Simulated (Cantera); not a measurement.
## Equilibrium for fluorocarbon and chlorocarbon gases: CF₄ + H₂

Input: 1 mol CF₄, a varied amount of H₂, at 1898.15 K and 1.00 bar.

Cantera equilibrium calculation (NASA polynomials, part measured and part estimated; ideal gas, pure solids and liquids). Candidate condensed phases: C, C₆H₆, C₇H₈, C₈H₁₈; 95 gas species. Gases not in the tables: C₂F₆ and larger saturated fluorocarbons. Rates play no part.

```json
[
 {"n(H₂) (mol)": "0.32", "x HF": "0.431", "x CF₄": "0.564", "x H₂": "6.51e-8", "x CF₂": "0.00344", "x CF₃": "0.000914", "x F": "0.000352", "x H": "2.00e-7", "n C(graphite)": "0.157"},
 {"n(H₂) (mol)": "0.39", "x HF": "0.491", "x CF₄": "0.504", "x H₂": "8.91e-8", "x CF₂": "0.00325", "x CF₃": "0.000841", "x F": "0.000342", "x H": "2.34e-7", "n C(graphite)": "0.192"},
 {"n(H₂) (mol)": "0.48", "x HF": "0.557", "x CF₄": "0.439", "x H₂": "1.23e-7", "x CF₂": "0.00303", "x CF₃": "0.000757", "x F": "0.000331", "x H": "2.74e-7", "n C(graphite)": "0.237"},
 {"n(H₂) (mol)": "0.59", "x HF": "0.625", "x CF₄": "0.371", "x H₂": "1.68e-7", "x CF₂": "0.00279", "x CF₃": "0.000668", "x F": "0.000317", "x H": "3.21e-7", "n C(graphite)": "0.292"},
 {"n(H₂) (mol)": "0.71", "x HF": "0.686", "x CF₄": "0.310", "x H₂": "2.22e-7", "x CF₂": "0.00255", "x CF₃": "0.000584", "x F": "0.000303", "x H": "3.69e-7", "n C(graphite)": "0.352"},
 {"n(H₂) (mol)": "0.87", "x HF": "0.754", "x CF₄": "0.243", "x H₂": "3.02e-7", "x CF₂": "0.00226", "x CF₃": "0.000486", "x F": "0.000285", "x H": "4.30e-7", "n C(graphite)": "0.432"},
 {"n(H₂) (mol)": "1.1", "x HF": "0.829", "x CF₄": "0.168", "x H₂": "4.40e-7", "x CF₂": "0.00188", "x CF₃": "0.000369", "x F": "0.000260", "x H": "5.19e-7", "n C(graphite)": "0.547"},
 {"n(H₂) (mol)": "1.3", "x HF": "0.880", "x CF₄": "0.117", "x H₂": "5.94e-7", "x CF₂": "0.00157", "x CF₃": "0.000282", "x F": "0.000238", "x H": "6.03e-7", "n C(graphite)": "0.648"},
 {"n(H₂) (mol)": "1.6", "x HF": "0.940", "x CF₄": "0.0580", "x H₂": "9.63e-7", "x CF₂": "0.00110", "x CF₃": "0.000166", "x F": "0.000199", "x H": "7.68e-7", "n C(graphite)": "0.798"},
 {"n(H₂) (mol)": "1.9", "x HF": "0.987", "x CF₄": "0.0126", "x H₂": "2.27e-6", "x CF₂": "0.000515", "x CF₃": "5.30e-5", "x F": "0.000136", "x H": "1.18e-6", "n C(graphite)": "0.949"},
 {"n(H₂) (mol)": "2.3", "x HF": "0.930", "x CF₄": "1.06e-11", "x H₂": "0.0696", "x CF₂": "1.49e-8", "x CF₃": "8.27e-12", "x F": "7.33e-7", "x H": "0.000206", "n C(graphite)": "1.000"},
 {"n(H₂) (mol)": "2.8", "x HF": "0.833", "x CF₄": "1.20e-12", "x H₂": "0.166", "x CF₂": "5.01e-9", "x CF₃": "1.61e-12", "x F": "4.25e-7", "x H": "0.000319", "n C(graphite)": "0.999"}
]
```
x: gas mole fraction; n: condensed amount in mol.

From 0.32 mol H₂ to 2.8 mol H₂ the condensed part is C(graphite). The main C-bearing gas is CF₄ at 0.32 mol H₂ and C₂H₂ (acetylene) at 2.8 mol H₂. The share of C in condensed phases is highest at 2.3 mol H₂ (100.0 %) and lowest at 0.32 mol H₂ (15.7 %).
